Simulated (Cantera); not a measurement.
What does this Cantera script print?

```python
import numpy as np
import cantera as ct

gas_names = [...]  # 130 gases of nasa_gas.yaml made of C, H, Mg, O, S
cond_names = """
    C(gr) C6H6(L) C7H8(L) C8H18(L),n-octa H2O(s) H2O(L) H2SO4(L) Mg(cr) Mg(L) MgCO3(s) MgO(s) MgO(L)
    MgO2H2(s) MgS(s) MgSO4(s) MgSO4(L) S(cr1) S(cr2) S(L)
""".split()


# ... load() reads the species with a 1 bar reference pressure and builds the phases ...
atoms = {
    'MgSO4': {'Mg': 1, 'S': 1, 'O': 4},
    'C': {'C': 1},
    'H2O': {'H': 2, 'O': 1},
}
top_T = {'C(gr)': 4500, 'MgS(s)': 2250}  # K; cautious upper limits of use, not melting points


# ... equilibrate(T, P, feed) seeds the gas with the atoms and calls Mixture.equilibrate('TP', solver="vcs", rtol=1e-11, max_steps=5000) ...
results = []
feed = {'MgSO4': 1, 'C': 0.16, 'H2O': 6.4}  # mol
P = 38  # Pa
for T in [1725, 1775, 1825, 1875, 1925, 1975, 2025, 2075, 2125]:
    mix = equilibrate(T, P, feed)
    results.append((T, P, feed, dict(zip(mix.species_names, mix.species_moles))))

top = {s: max(r[3][s] / sum(r[3][g] for g in gas_names) for r in results) for s in gas_names}
cols = sorted((s for s in top if top[s] > 1e-05), key=lambda s: -top[s])[:9]
seen = [c for c in cond_names if any(r[3].get(c, 0) > 1e-12 for r in results)]
print("log10 of partial pressures in bar; condensed amounts in mol")
print(f"{'T/K':>10s}" + "".join(f"{s[:9]:>10s}" for s in cols + seen))
for T, P, feed, n in results:
    ng = sum(n[g] for g in gas_names)
    print(f"{T:10.4g}" + "".join(f"{np.log10(max(n[s] / ng * P / 1e5, 1e-99)):10.3f}" for s in cols)
          + "".join(f"{n.get(c, 0):10.4g}" for c in seen))
```

Output:

```
log10 of partial pressures in bar; condensed amounts in mol
       T/K       H2O       SO2        O2        H2         H        OH        Mg         O       CO2    MgO(s)
      1725    -3.518    -4.321    -4.776    -5.716    -6.589    -5.651    -9.005    -6.624    -5.126         1
      1775    -3.522    -4.323    -4.766    -5.511    -6.294    -5.511    -8.387    -6.402    -5.134    0.9999
      1825    -3.528    -4.326    -4.750    -5.322    -6.017    -5.379    -7.806    -6.188    -5.146    0.9996
      1875    -3.536    -4.331    -4.728    -5.149    -5.758    -5.253    -7.261    -5.983    -5.164    0.9986
      1925    -3.548    -4.338    -4.699    -4.994    -5.516    -5.134    -6.749    -5.784    -5.189    0.9957
      1975    -3.564    -4.348    -4.662    -4.855    -5.292    -5.021    -6.267    -5.590    -5.223    0.9872
      2025    -3.586    -4.363    -4.619    -4.735    -5.083    -4.915    -5.814    -5.402    -5.267    0.9636
      2075    -3.618    -4.385    -4.568    -4.636    -4.893    -4.817    -5.388    -5.217    -5.324    0.9009
      2125    -3.665    -4.420    -4.508    -4.564    -4.722    -4.729    -4.989    -5.036    -5.396    0.7392
```

These are equilibrium values from Cantera (NASA tables, ideal gas, pure condensed phases), not measurements of a reactor.
